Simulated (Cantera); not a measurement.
A closed system holds: 1 mol PbO, 2.3 mol C, a varied amount of H2, held at 752 °C and 10.0 mbar.

These are equilibrium values from Cantera (NASA tables, ideal gas, pure condensed phases), not measurements of a reactor. Candidate condensed phases: C, C6H6, C7H8, C8H18, H2O, Pb, PbO, PbO2, Pb3O4; 113 gas species. Rates play no part.

x: gas mole fraction; n: condensed amount in mol.

| n(H2) (mol) | x H2 | x CO | x Pb | x CO2 | n C(graphite) | n Pb(l) |
|---|---|---|---|---|---|---|
| 0.79 | 0.440 | 0.555 | 0.00278 | 0.00106 | 1.30 | 0.995 |
| 1.8 | 0.641 | 0.355 | 0.00278 | 0.000434 | 1.30 | 0.992 |
| 2.8 | 0.734 | (withheld) | 0.00278 | (withheld) | 1.30 | 0.989 |
| 3.8 | 0.789 | 0.207 | 0.00278 | 0.000148 | 1.30 | 0.987 |
| 4.8 | 0.825 | (withheld) | 0.00278 | (withheld) | 1.30 | 0.984 |
| 5.8 | 0.850 | 0.146 | 0.00278 | 7.36e-5 | 1.30 | 0.981 |
| 6.9 | 0.870 | 0.126 | 0.00278 | 5.46e-5 | 1.30 | 0.978 |
| 7.9 | 0.885 | 0.112 | 0.00278 | 4.30e-5 | 1.30 | 0.975 |
| 8.9 | 0.896 | 0.101 | 0.00278 | 3.48e-5 | 1.30 | 0.972 |

### Question
Fill in the missing entries.

### Answer

- 2.8, x CO: 0.262
- 2.8, x CO2: 0.000236
- 4.8, x CO: 0.172
- 4.8, x CO2: 0.000101
